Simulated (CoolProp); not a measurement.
Properties of isobutene along the isotherm 239.9 K (Tc = 418.1 K, pc = 4.016 MPa, ω = 0.193).

Model: reference Helmholtz-energy equation of state, Lemmon 2005, in CoolProp. It is a short technical equation, of lower accuracy than the large ones.

```json
[
 {"p (MPa)": "1.43", "phase": "liquid", "cv (kJ/(kg K))": "1.476", "Joule-Thomson coefficient (K/MPa)": "-0.4385", "fugacity coefficient": "0.02317"},
 {"p (MPa)": "2.87", "phase": "liquid", "cv (kJ/(kg K))": "1.476", "Joule-Thomson coefficient (K/MPa)": "-0.4424", "fugacity coefficient": "0.01228"},
 {"p (MPa)": "4.3", "phase": "liquid", "cv (kJ/(kg K))": "1.477", "Joule-Thomson coefficient (K/MPa)": "-0.4459", "fugacity coefficient": "0.008712"},
 {"p (MPa)": "5.74", "phase": "liquid", "cv (kJ/(kg K))": "1.477", "Joule-Thomson coefficient (K/MPa)": "-0.4494", "fugacity coefficient": "0.006940"},
 {"p (MPa)": "7.17", "phase": "liquid", "cv (kJ/(kg K))": "1.478", "Joule-Thomson coefficient (K/MPa)": "-0.4526", "fugacity coefficient": "0.005904"},
 {"p (MPa)": "8.61", "phase": "liquid", "cv (kJ/(kg K))": "1.479", "Joule-Thomson coefficient (K/MPa)": "-0.4557", "fugacity coefficient": "0.005226"},
 {"p (MPa)": "10", "phase": "liquid", "cv (kJ/(kg K))": "1.479", "Joule-Thomson coefficient (K/MPa)": "-0.4586", "fugacity coefficient": "0.004773"},
 {"p (MPa)": "11.5", "phase": "liquid", "cv (kJ/(kg K))": "1.480", "Joule-Thomson coefficient (K/MPa)": "-0.4615", "fugacity coefficient": "0.004422"},
 {"p (MPa)": "12.9", "phase": "liquid", "cv (kJ/(kg K))": "1.481", "Joule-Thomson coefficient (K/MPa)": "-0.4641", "fugacity coefficient": "0.004182"},
 {"p (MPa)": "14.3", "phase": "liquid", "cv (kJ/(kg K))": "1.481", "Joule-Thomson coefficient (K/MPa)": "-0.4666", "fugacity coefficient": "0.004001"},
 {"p (MPa)": "15.8", "phase": "liquid", "cv (kJ/(kg K))": "1.482", "Joule-Thomson coefficient (K/MPa)": "-0.4692", "fugacity coefficient": "0.003857"},
 {"p (MPa)": "17.2", "phase": "liquid", "cv (kJ/(kg K))": "1.483", "Joule-Thomson coefficient (K/MPa)": "-0.4714", "fugacity coefficient": "0.003758"},
 {"p (MPa)": "18.6", "phase": "liquid", "cv (kJ/(kg K))": "1.484", "Joule-Thomson coefficient (K/MPa)": "-0.4736", "fugacity coefficient": "0.003685"},
 {"p (MPa)": "20.1", "phase": "liquid", "cv (kJ/(kg K))": "1.484", "Joule-Thomson coefficient (K/MPa)": "-0.4759", "fugacity coefficient": "0.003631"}
]
```
